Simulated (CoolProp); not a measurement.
Vapour-liquid equilibrium of n-octane (1) + m-xylene (2) at 0.00058 MPa; x and y are mole fractions of (1).

Model: multi-fluid Helmholtz-energy mixture model, Beckmüller 2019 and Zhou 2012; pair parameters Bell 2016, in CoolProp.

```
x     bubble temperature, mixture model (K)  bubble temperature, Raoult's law (K)  y, mixture model  y, Raoult's law
----  -------------------------------------  ------------------------------------  ----------------  ---------------
0.05                             (withheld)                                 286.8             0.093            0.082
0.2                                   284.7                                 285.2             0.319            0.299
0.35                                  283.2                                 283.8             0.491            0.480
0.5                              (withheld)                                 282.6             0.632            0.632
0.65                                  280.9                                 281.4             0.753            0.762
0.8                                   280.0                                 280.3        (withheld)            0.873
0.95                                  279.2                                 279.3             0.966            0.970
```

Task: What belongs in the gaps?

Result: 
- 0.05, bubble temperature, mixture model (K): 286.6
- 0.5, bubble temperature, mixture model (K): 282.0
- 0.8, y, mixture model: 0.863

The largest gap from Raoult's law is -0.6 K in bubble temperature, at x = 0.35. No azeotrope shows between x = 0.05 and 0.95.

Pair parameters are fitted to limited data, so mixtures are less certain than the pure fluids.
